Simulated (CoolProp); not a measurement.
Vapour-liquid equilibrium of acetone (1) + ethanol (2) at 0.331 kPa; x and y are mole fractions of (1).

Model: multi-fluid Helmholtz-energy mixture model, Lemmon 2006 and Schroeder 2014; pair parameters Bell 2016, in CoolProp.

```
x     bubble temperature, mixture model (K)  bubble temperature, Raoult's law (K)  y, mixture model  y, Raoult's law
----  -------------------------------------  ------------------------------------  ----------------  ---------------
0.05                                  243.4                                 248.6             0.574            0.328
0.2                                   233.0                                 240.2             0.862            0.735
0.35                                  229.5                                 234.9             0.914            0.870
0.5                                   227.7                                 231.1             0.936            0.932
0.65                                  226.5                                 228.3             0.953            0.964
0.8                                   225.3                                 226.0             0.969            0.984
0.95                                  224.0                                 224.1             0.991            0.997
```

The largest gap from Raoult's law is -7.2 K in bubble temperature, at x = 0.2. No azeotrope shows between x = 0.05 and 0.95.

The pair parameters rest on a limited set of measurements; away from them the model extrapolates.
